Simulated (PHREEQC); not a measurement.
1.5 g of hydrous ferric oxide (600 m²/g; 0.2 weak and 0.005 strong sites per Fe, Dzombak-Morel constants, diffuse double layer) in 1 kg of water with 0.001 mol/kgw of an inert sodium salt and 0.012 mmol/kgw NaH2PO4, at 25 °C; the pH is set by adding NaOH or the inert anion's acid. Oxygen alone is held at its pressure in air (log pO2 = -0.68). CO2 from the air is kept out. Precipitation was switched off in this run.

The series has 13 steps of pH, from 4 to 12.

Equilibrium calculation in PHREEQC: ion-association model, wateq4f.dat.

Near which pH is half of the P sorbed, and on which side is more sorbed?

Near pH 9.6, with more sorbed at lower pH.

Species that the database lacks are ignored. H3PO4, which wateq4f.dat lacks, is added to it with the constant of phreeqc.dat.
